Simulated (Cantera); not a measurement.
Feed: 1 mol Si, 1.5 mol CO2, 2 mol N2, held at 1.10 bar.

Method: chemical equilibrium by Gibbs-energy minimisation in Cantera with the NASA 1993 tables (ideal gas, pure condensed phases). Candidate condensed phases: C, Si, SiC, SiO2, Si2N2O, Si3N4; 34 gas species. Mutual solubility and eutectic melting of coexisting phases are not modelled. The tables hold silica as quartz up to 1696 K and as liquid above; real silica turns to tridymite and cristobalite and melts near 1996 K. Rates play no part. All values below are at 1598 K.

Base state: N2 0.550, CO 0.450, CO2 0.000119, SiO 2.80e-5 (mole fractions); condensed: SiO2(β-quartz) + Si2N2O(s).

Q: What changes in the equilibrium state with this change: CO2 from 1.5 to 0.012 mol?

A: 
```
species                before     after
-------------------  --------  --------
N2                      0.550     1.000
CO                      0.450  0.000415
SiO                   2.80e-5   4.70e-7
CO2                  0.000119     <1e-9
SiO2(β-quartz), mol     0.666         0
Si2N2O(s), mol          0.167    0.0234
C(graphite), mol            0    0.0114
Si3N4(s), mol               0     0.318
```

Q: What changes in the equilibrium state with this change: pressure from 1.10 bar to 4.80 mbar?

A: 
```
species                before    after
-------------------  --------  -------
N2                      0.550    0.534
CO                      0.450    0.426
SiO                   2.80e-5   0.0397
CO2                  0.000119  1.82e-5
SiO2(β-quartz), mol     0.666    0.620
Si2N2O(s), mol          0.167    0.120
```
